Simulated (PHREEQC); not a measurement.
Brine

Solution (25 °C): 6.1 mol KOH and 0.01 mol KCl per kg of water. Closed to the air; pH follows from the charge balance.

The numbers come from PHREEQC with the Pitzer model, pitzer.dat.

The pH comes out as 15.65, the ionic strength is 6.11 mol/kgw and the activity of water is 0.686. The density comes out as 1.213 g/cm³, the osmotic coefficient comes out as 1.714 and the total alkalinity comes out as 6100 meq/kg.

```json
[
 {"species": "K+", "molality": "6.11", "activity": "6.42", "log γ": "0.022"},
 {"species": "OH-", "molality": "6.10", "activity": "31.0", "log γ": "0.706"},
 {"species": "Cl-", "molality": "0.0100", "activity": "0.00615", "log γ": "-0.211"}
]
```

Precipitation was switched off in this run. In brines, pH and single-ion activities rest on the MacInnes convention.
